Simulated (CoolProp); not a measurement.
Vapour pressure (bar) of cyclohexane: the reference equation beside estimates from Tc = 280.5 °C, pc = 40.81 bar, ω = 0.209.

Computed with CoolProp (reference Helmholtz-energy equation of state, Zhou 2014).

```json
[
 {"T (°C)": "148.85", "reference": "5.404", "Lee-Kesler": "5.417", "van der Waals": "12.46", "Soave-Redlich-Kwong": "5.427"},
 {"T (°C)": "156.45", "reference": "6.280", "Lee-Kesler": "6.294", "van der Waals": "13.57", "Soave-Redlich-Kwong": "6.313"},
 {"T (°C)": "164.05", "reference": "7.256", "Lee-Kesler": "7.272", "van der Waals": "14.73", "Soave-Redlich-Kwong": "7.303"},
 {"T (°C)": "171.65", "reference": "8.341", "Lee-Kesler": "8.357", "van der Waals": "15.96", "Soave-Redlich-Kwong": "8.403"},
 {"T (°C)": "179.25", "reference": "9.539", "Lee-Kesler": "9.555", "van der Waals": "17.25", "Soave-Redlich-Kwong": "9.621"},
 {"T (°C)": "186.85", "reference": "10.86", "Lee-Kesler": "10.87", "van der Waals": "18.60", "Soave-Redlich-Kwong": "10.96"},
 {"T (°C)": "194.45", "reference": "12.31", "Lee-Kesler": "12.32", "van der Waals": "20.02", "Soave-Redlich-Kwong": "12.44"},
 {"T (°C)": "201.95", "reference": "13.88", "Lee-Kesler": "13.89", "van der Waals": "21.48", "Soave-Redlich-Kwong": "14.03"},
 {"T (°C)": "209.55", "reference": "15.61", "Lee-Kesler": "15.61", "van der Waals": "23.03", "Soave-Redlich-Kwong": "15.80"},
 {"T (°C)": "217.15", "reference": "17.50", "Lee-Kesler": "17.50", "van der Waals": "24.64", "Soave-Redlich-Kwong": "17.71"},
 {"T (°C)": "224.75", "reference": "19.54", "Lee-Kesler": "19.54", "van der Waals": "26.32", "Soave-Redlich-Kwong": "19.80"},
 {"T (°C)": "232.35", "reference": "21.77", "Lee-Kesler": "21.76", "van der Waals": "28.08", "Soave-Redlich-Kwong": "22.05"},
 {"T (°C)": "239.95", "reference": "24.17", "Lee-Kesler": "24.17", "van der Waals": "29.90", "Soave-Redlich-Kwong": "24.48"},
 {"T (°C)": "247.55", "reference": "26.78", "Lee-Kesler": "26.78", "van der Waals": "31.79", "Soave-Redlich-Kwong": "27.10"},
 {"T (°C)": "255.15", "reference": "29.59", "Lee-Kesler": "29.61", "van der Waals": "33.75", "Soave-Redlich-Kwong": "29.92"}
]
```

Absolute difference from the reference over all 15 rows, mean and median: Lee-Kesler 0.1 and 0.1 %, van der Waals 61.3 and 54.8 %, Soave-Redlich-Kwong 1.0 and 1.1 %.
